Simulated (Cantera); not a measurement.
An adiabatic, constant-pressure homogeneous reactor starts with 2.29 % CH4, 8.34 % O2, 75.6 % N2, 13.7 % CO2, equivalence ratio 0.55, at 1075 K and 7500 Torr.

Detailed kinetics in Cantera: GRI-Mech 3.0 (53 species, 325 reactions).

**Question.** Predict: time of steepest temperature rise; temperature at 1.00 s; equilibrium temperature; x(O2) at 1.00 s; x(CO2) at 1.00 s; x(OH) at 1.00 s; x(N2O) at 1.00 s; x(H2) at 1.00 s.

**Answer.** 
- time of steepest temperature rise = 51.4 ms
- temperature at 1.00 s = 1553 K
- equilibrium temperature = 1552 K
- x(O2) at 1.00 s = 0.0376 (gas-phase equilibrium 0.0372)
- x(CO2) at 1.00 s = 0.160 (gas-phase equilibrium 0.160)
- x(OH) at 1.00 s = 3.04e-5 (gas-phase equilibrium 3.00e-5)
- x(N2O) at 1.00 s = 1.22e-7 (gas-phase equilibrium 1.21e-7)
- x(H2) at 1.00 s = 2.84e-7 (gas-phase equilibrium 2.80e-7)
